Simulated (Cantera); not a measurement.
Equilibrium for chlorosilane synthesis and conversion: SiCl4 + H2 + HCl

A closed system holds: 1 mol SiCl4, 0.44 mol H2, a varied amount of HCl, held at 1125 K and 26000 Pa.

Method: chemical equilibrium by Gibbs-energy minimisation in Cantera with the NASA 1993 tables (ideal gas, pure condensed phases). Candidate condensed phases: Si; 19 gas species. The tables' values for SiCl3 are old estimates; treat these amounts as uncertain. The numbers say what is thermodynamically allowed, not how fast it happens.

From 0.55 mol HCl to 2.3 mol HCl nothing is condensed. The main Si-bearing gas is SiCl4 throughout.

| n(HCl) (mol) | log p HCl | log p SiCl4 | log p H2 | log p SiHCl3 | log p SiCl3 | log p SiCl2 | log p SiH2Cl2 |
|---|---|---|---|---|---|---|---|
| 0.55 | -1.13 | -0.89 | -1.26 | -2.78 | -3.29 | -4.60 | -5.57 |
| 0.67 | -1.07 | -0.92 | -1.28 | -2.88 | -3.38 | -4.76 | -5.76 |
| 0.82 | -1.02 | -0.94 | -1.31 | -2.99 | -3.48 | -4.92 | -5.95 |
| 1 | -0.97 | -0.98 | -1.34 | -3.11 | -3.58 | -5.09 | -6.15 |
| 1.2 | -0.92 | -1.01 | -1.37 | -3.22 | -3.67 | -5.24 | -6.33 |
| 1.5 | -0.88 | -1.06 | -1.42 | -3.36 | -3.79 | -5.43 | -6.57 |
| 1.9 | -0.83 | -1.11 | -1.47 | -3.51 | -3.92 | -5.63 | -6.83 |
| 2.3 | -0.80 | -1.16 | -1.52 | -3.64 | -4.02 | -5.80 | -7.04 |
log p: log10 of the partial pressure in bar; nothing condenses.
